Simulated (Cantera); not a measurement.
Cantera run, input and output.

```python
import numpy as np
import cantera as ct

gas = ct.Solution("h2o2.yaml")
gas.TPX = 375, 101325, {'H2': 1, 'O2': 0.59, 'N2': 5.45}
inlet = ct.Reservoir(gas, clone=True)
gas.equilibrate("HP")  # start burning
reactor = ct.IdealGasConstPressureReactor(gas, energy="on", clone=False)
exhaust = ct.Reservoir(gas, clone=True)
tau = [0.023, 0.011, 0.0055, 0.0027, 0.0013, 0.00063, 0.00031, 0.00015, 7.2e-05, 3.5e-05, 1.7e-05, 8.3e-06, 4e-06][0]
for a, b in ((inlet, reactor), (reactor, exhaust)):
    ct.MassFlowController(a, b, mdot=lambda t: reactor.mass / tau)
net = ct.ReactorNet([reactor])
show = ['H2', 'O2', 'O', 'H2O', 'H2O2', 'HO2', 'H']

rows = []
print(f"{'tau/s':>10s}{'T/K':>9s}" + "".join(f"{s:>11s}" for s in show))
for tau in [0.023, 0.011, 0.0055, 0.0027, 0.0013, 0.00063, 0.00031, 0.00015, 7.2e-05, 3.5e-05, 1.7e-05, 8.3e-06, 4e-06]:
    net.initial_time = 0.0
    net.advance(30 * tau)
    before = gas.X
    net.advance(40 * tau)
    drift = np.max(np.abs(gas.X - before) / (gas.X + 1e-9))
    rows.append([gas.T, *gas[show].X, drift])
    print(f"{tau:10.3e}{gas.T:9.1f}" + "".join(f"{x:11.3e}" for x in gas[show].X))
```

Result:

```
     tau/s      T/K         H2         O2          O        H2O       H2O2        HO2          H
 2.300e-02   1466.9  1.429e-03  1.419e-02  2.151e-04  1.507e-01  5.191e-07  5.668e-06  2.994e-04
 1.100e-02   1456.8  2.223e-03  1.453e-02  3.421e-04  1.495e-01  7.103e-07  7.100e-06  5.908e-04
 5.500e-03   1442.4  3.304e-03  1.504e-02  5.190e-04  1.479e-01  9.534e-07  8.510e-06  1.089e-03
 2.700e-03   1420.4  4.855e-03  1.582e-02  7.742e-04  1.456e-01  1.291e-06  1.009e-05  1.967e-03
 1.300e-03   1387.5  7.069e-03  1.705e-02  1.119e-03  1.421e-01  1.753e-06  1.204e-05  3.432e-03
 6.300e-04   1341.0  1.024e-02  1.891e-02  1.512e-03  1.373e-01  2.311e-06  1.471e-05  5.576e-03
 3.100e-04   1276.0  1.554e-02  2.200e-02  1.818e-03  1.301e-01  2.821e-06  1.902e-05  8.141e-03
 1.500e-04   1141.1  3.458e-02  3.182e-02  1.370e-03  1.098e-01  2.875e-06  3.288e-05  8.373e-03
 7.200e-05    375.0  1.420e-01  8.381e-02 -5.504e-22 -3.752e-16 -1.938e-19 -9.811e-19 -2.705e-25
 3.500e-05    375.0  1.420e-01  8.381e-02 -1.774e-25 -1.260e-19 -6.508e-23 -3.294e-22 -8.711e-29
 1.700e-05    375.0  1.420e-01  8.381e-02 -1.114e-26 -7.958e-21 -4.111e-24 -2.081e-23 -5.421e-30
 8.300e-06    375.0  1.420e-01  8.381e-02 -7.019e-28 -5.027e-22 -2.597e-25 -1.314e-24 -2.926e-31
 4.000e-06    375.0  1.420e-01  8.381e-02 -4.428e-29 -3.175e-23 -1.640e-26 -8.303e-26  2.668e-32
```

Model: the H2/O2 subset of GRI-Mech 3.0, which has no nitrogen chemistry, integrated in Cantera.
